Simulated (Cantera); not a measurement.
A Cantera script and what it prints.

```python
import numpy as np
import cantera as ct

gas_names = """
    CL CL2 H HCL H2 N NH NH2 NH3 N2 N2H2 N2H4 Si SiCL SiCL2 SiCL3 SiCL4 SiH SiHCL3 SiH2 SiH2CL2 SiH3
    SiH3CL SiH4 SiN Si2 Si2N Si3
""".split()
cond_names = """
    NH4CL(a) NH4CL(b) Si(cr) Si(L) Si3N4(a)
""".split()


def load(file, names, dense=False):
    # The tables refer to 1 bar. Condensed volumes are neglected.
    table = {s.name: s for s in ct.Species.list_from_file(file)}
    out = []
    for n in names:
        d = dict(table[n].input_data)
        d["thermo"] = dict(d["thermo"], **{"reference-pressure": 1e5})
        if dense:
            d["equation-of-state"] = {"model": "constant-volume", "density": "1e6 g/cm^3"}
        out.append(ct.Species.from_dict(d))
    return out


gas = ct.Solution(thermo="ideal-gas", species=load("nasa_gas.yaml", gas_names))
cond = {s.name: ct.Solution(thermo="fixed-stoichiometry", species=[s], name=s.name)
        for s in load("nasa_condensed.yaml", cond_names, dense=True)}
atoms = {
    'SiH2Cl2': {'Si': 1, 'H': 2, 'CL': 2},
    'HCl': {'H': 1, 'CL': 1},
    'N2': {'N': 2},
}
top_T = {'Si3N4(a)': 2400}  # K; cautious upper limits of use, not melting points


def equilibrate(T, P, feed):
    n = {}
    for name, mol in feed.items():
        for a, k in atoms[name].items():
            n[a] = n.get(a, 0.0) + k * mol
    gas.TPX = T, P, n
    mass = sum(n.values()) * gas.mean_molecular_weight
    gas.equilibrate("TP")
    valid = [c for c in cond.values() if c.min_temp <= T <= top_T.get(c.name, c.max_temp)]
    mix = ct.Mixture([(gas, mass / gas.mean_molecular_weight)] + [(c, 0.0) for c in valid])
    mix.T, mix.P = T, P
    mix.equilibrate("TP", solver="vcs", rtol=1e-11, max_steps=5000)
    return mix


results = []
T = 1773.15  # K
P = 120000  # Pa
for m in [9.7, 18, 27, 35, 44, 52, 61]:
    feed = {'SiH2Cl2': 1, 'HCl': 0.54, 'N2': m}  # mol
    mix = equilibrate(T, P, feed)
    results.append((T, P, feed, dict(zip(mix.species_names, mix.species_moles))))
    x = sorted(zip(gas.X, gas.species_names), reverse=True)
    print(f"T = {T:g} K  P = {P:g} Pa  n(N2) = {m:g} mol  gas = {mix.phase_moles(0):.4g} mol")
    print("   x: " + "  ".join(f"{s} {v:.3e}" for v, s in x if v > 1e-05))
    print("   condensed (mol): " + ("  ".join(f"{mix.phase(i).name} {mix.phase_moles(i):.4g}"
          for i in range(1, mix.n_phases) if mix.phase_moles(i) > 1e-12) or "none"))
```

It prints:

```
T = 1773.15 K  P = 120000 Pa  n(N2) = 9.7 mol  gas = 11.79 mol
   x: N2 7.939e-01  HCL 1.144e-01  H2 5.029e-02  SiCL2 2.735e-02  SiCL3 8.696e-03  SiCL4 4.694e-03  SiHCL3 4.844e-04  CL 1.019e-04  H 5.831e-05
   condensed (mol): Si3N4(a) 0.1713
T = 1773.15 K  P = 120000 Pa  n(N2) = 18 mol  gas = 20.11 mol
   x: N2 8.780e-01  HCL 6.999e-02  H2 2.805e-02  SiCL2 1.717e-02  SiCL3 4.474e-03  SiCL4 1.979e-03  SiHCL3 1.861e-04  CL 8.352e-05  H 4.355e-05
   condensed (mol): Si3N4(a) 0.1737
T = 1773.15 K  P = 120000 Pa  n(N2) = 27 mol  gas = 29.12 mol
   x: N2 9.153e-01  HCL 4.943e-02  H2 1.883e-02  SiCL2 1.241e-02  SiCL3 2.787e-03  SiCL4 1.063e-03  SiHCL3 9.500e-05  CL 7.199e-05  H 3.568e-05
   condensed (mol): Si3N4(a) 0.1745
T = 1773.15 K  P = 120000 Pa  n(N2) = 35 mol  gas = 37.13 mol
   x: N2 9.333e-01  HCL 3.925e-02  H2 1.453e-02  SiCL2 1.001e-02  SiCL3 2.031e-03  SiCL4 7.001e-04  CL 6.507e-05  SiHCL3 6.083e-05  H 3.135e-05
   condensed (mol): Si3N4(a) 0.1749
T = 1773.15 K  P = 120000 Pa  n(N2) = 44 mol  gas = 46.13 mol
   x: N2 9.462e-01  HCL 3.190e-02  H2 1.155e-02  SiCL2 8.243e-03  SiCL3 1.525e-03  SiCL4 4.792e-04  CL 5.932e-05  SiHCL3 4.071e-05  H 2.794e-05
   condensed (mol): Si3N4(a) 0.1751
T = 1773.15 K  P = 120000 Pa  n(N2) = 52 mol  gas = 54.14 mol
   x: N2 9.540e-01  HCL 2.735e-02  H2 9.754e-03  SiCL2 7.137e-03  SiCL3 1.232e-03  SiCL4 3.613e-04  CL 5.535e-05  SiHCL3 3.023e-05  H 2.568e-05
   condensed (mol): Si3N4(a) 0.1752
T = 1773.15 K  P = 120000 Pa  n(N2) = 61 mol  gas = 63.14 mol
   x: N2 9.605e-01  HCL 2.358e-02  H2 8.298e-03  SiCL2 6.208e-03  SiCL3 1.002e-03  SiCL4 2.746e-04  CL 5.174e-05  H 2.369e-05  SiHCL3 2.267e-05
   condensed (mol): Si3N4(a) 0.1753
```

Equilibrium computed with Cantera from the NASA thermochemical tables; the gas is ideal and each condensed phase is pure. The tables' values for SiCl3 are old estimates; treat these amounts as uncertain.
